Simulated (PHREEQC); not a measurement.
Solution (45 °C): 0.036 mol NaBF4 and 0.00022 mol NaHCO3 per kg of water. Closed to the air; pH follows from the charge balance.

All values are PHREEQC results (ion-association model, wateq4f.dat), not measurements.

This is a speciation only: nothing precipitates in the calculation.

Problem. Order these B species by the share of B that they hold, largest first: BF2(OH)2-, BF4-, H3BO3, BF3OH-.

Solution. BF4- (86 %), BF3OH- (6.5 %), H3BO3 (4.6 %), BF2(OH)2- (2.5 %)

The pH is 2.90 and the ionic strength 0.0376 mol/kgw. Complexes and solids missing from the database can't appear. Constants without temperature data keep their 25 °C values here. Real BF4- forms and hydrolyses slowly; the run takes it at equilibrium.
